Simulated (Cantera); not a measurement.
What does this Cantera script print?

```python
import numpy as np
import cantera as ct

gas_names = """
    CL CL2 H HCL H2 Si SiCL SiCL2 SiCL3 SiCL4 SiH SiHCL3 SiH2 SiH2CL2 SiH3 SiH3CL SiH4 Si2 Si3
""".split()
cond_names = """
    Si(cr) Si(L)
""".split()


# ... load() reads the species with a 1 bar reference pressure and builds the phases ...
atoms = {
    'Si3H8': {'Si': 3, 'H': 8},
    'Cl2': {'CL': 2},
    'H2': {'H': 2},
}
top_T = {}  # K; cautious upper limits of use, not melting points


# ... equilibrate(T, P, feed) seeds the gas with the atoms and calls Mixture.equilibrate('TP', solver="vcs", rtol=1e-11, max_steps=5000) ...
results = []
feed = {'Si3H8': 1, 'Cl2': 0.51, 'H2': 62}  # mol
P = 101325  # Pa
for T in [825, 925, 1025, 1125, 1225, 1325, 1425, 1525, 1625, 1725]:
    mix = equilibrate(T, P, feed)
    results.append((T, P, feed, dict(zip(mix.species_names, mix.species_moles))))
    x = sorted(zip(gas.X, gas.species_names), reverse=True)
    print(f"T = {T:g} K  P = {P:g} Pa  gas = {mix.phase_moles(0):.4g} mol")
    print("   x: " + "  ".join(f"{s} {v:.3e}" for v, s in x if v > 0.0001))
    print("   condensed (mol): " + ("  ".join(f"{mix.phase(i).name} {mix.phase_moles(i):.4g}"
          for i in range(1, mix.n_phases) if mix.phase_moles(i) > 1e-12) or "none"))
```

It prints:

```
T = 825 K  P = 101325 Pa  gas = 66.21 mol
   x: H2 9.948e-01  SiHCL3 2.651e-03  SiCL4 1.485e-03  HCL 6.890e-04  SiH2CL2 3.994e-04
   condensed (mol): Si(cr) 2.699
T = 925 K  P = 101325 Pa  gas = 66.24 mol
   x: H2 9.938e-01  SiHCL3 2.361e-03  HCL 2.055e-03  SiCL4 1.344e-03  SiH2CL2 4.073e-04
   condensed (mol): Si(cr) 2.725
T = 1025 K  P = 101325 Pa  gas = 66.29 mol
   x: H2 9.919e-01  HCL 4.702e-03  SiHCL3 1.864e-03  SiCL4 1.028e-03  SiH2CL2 3.750e-04
   condensed (mol): Si(cr) 2.777
T = 1125 K  P = 101325 Pa  gas = 66.37 mol
   x: H2 9.893e-01  HCL 8.436e-03  SiHCL3 1.163e-03  SiCL4 5.710e-04  SiH2CL2 2.907e-04  SiCL2 1.524e-04
   condensed (mol): Si(cr) 2.849
T = 1225 K  P = 101325 Pa  gas = 66.45 mol
   x: H2 9.869e-01  HCL 1.178e-02  SiHCL3 4.958e-04  SiCL2 3.431e-04  SiCL4 1.897e-04  SiH2CL2 1.730e-04
   condensed (mol): Si(cr) 2.913
T = 1325 K  P = 101325 Pa  gas = 66.49 mol
   x: H2 9.858e-01  HCL 1.338e-02  SiCL2 4.973e-04  SiHCL3 1.509e-04
   condensed (mol): Si(cr) 2.944
T = 1425 K  P = 101325 Pa  gas = 66.5 mol
   x: H2 9.855e-01  HCL 1.382e-02  SiCL2 5.851e-04
   condensed (mol): Si(cr) 2.952
T = 1525 K  P = 101325 Pa  gas = 66.51 mol
   x: H2 9.854e-01  HCL 1.390e-02  SiCL2 6.421e-04
   condensed (mol): Si(cr) 2.953
T = 1625 K  P = 101325 Pa  gas = 66.51 mol
   x: H2 9.853e-01  HCL 1.389e-02  SiCL2 6.856e-04
   condensed (mol): Si(cr) 2.952
T = 1725 K  P = 101325 Pa  gas = 66.52 mol
   x: H2 9.852e-01  HCL 1.393e-02  SiCL2 6.794e-04  H 1.831e-04
   condensed (mol): Si(L) 2.952
```

Cantera equilibrium calculation (NASA polynomials, part measured and part estimated; ideal gas, pure solids and liquids). The feed counts by its element totals alone. The tables' values for SiCl3 are old estimates; treat these amounts as uncertain. Gases not in the tables: Si2H6 and higher silanes.
